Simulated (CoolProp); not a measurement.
Vapour-liquid equilibrium of cyclohexane (1) + n-nonane (2) at 0.0132 MPa; x and y are mole fractions of (1).

Values from CoolProp's multi-fluid Helmholtz-energy mixture model, Zhou 2014 and Lemmon 2006; pair parameters Bell 2016.

```csv
x,bubble temperature (K),y at the bubble point,dew temperature at overall composition x (K),liquid density (mol/L)
0.05,350.6,0.368,359.6,5.348
0.15,336.9,0.689,357.1,5.670
0.25,327.9,0.820,354.3,5.987
0.35,321.4,0.887,351.2,6.314
0.45,316.2,0.926,347.8,6.661
0.55,311.9,0.952,343.8,7.035
0.65,308.2,0.970,339.0,7.439
0.75,304.9,0.983,333.1,7.881
0.85,302.1,0.991,325.2,8.367
0.95,299.6,0.998,312.3,8.903
```

No azeotrope shows between x = 0.05 and 0.95.

Pair parameters are fitted to limited data, so mixtures are less certain than the pure fluids. The gap from Raoult's law changes sign with composition, which may be real or a fault of the pair parameters; it wasn't checked against measurements.
